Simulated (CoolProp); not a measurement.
Hydrogen chloride at several states: Z from the reference equation and from simpler models built on Tc = 51.5 °C, pc = 83.14 bar, ω = 0.130; each cubic takes its own stable root.

Computed with CoolProp (reference Helmholtz-energy equation of state, Thol 2018).

```tsv
T (°C)	p (bar)	phase	reference
347.25	298	supercritical	0.9332
-22.85	12.2	gas	0.8546
249.85	3.16	gas	0.9969
-14.35	54.8	liquid	0.09333
282.85	0.966	gas	0.9992
```

Q: How far does each simpler model (van der Waals, Redlich-Kwong, Soave-Redlich-Kwong, Peng-Robinson) lie from the reference over these 5 states: mean and median of the absolute difference, and the worst?

A: 
- van der Waals: mean 15.7 %, median 4.4 %, worst +67.3 % at -14.35 °C and 54.8 bar
- Redlich-Kwong: mean 4.5 %, median 0.1 %, worst +18.6 % at -14.35 °C and 54.8 bar
- Soave-Redlich-Kwong: mean 5.3 %, median 3.1 %, worst +16.3 % at -14.35 °C and 54.8 bar
- Peng-Robinson: mean 1.5 %, median 2.3 %, worst +2.7 % at -14.35 °C and 54.8 bar
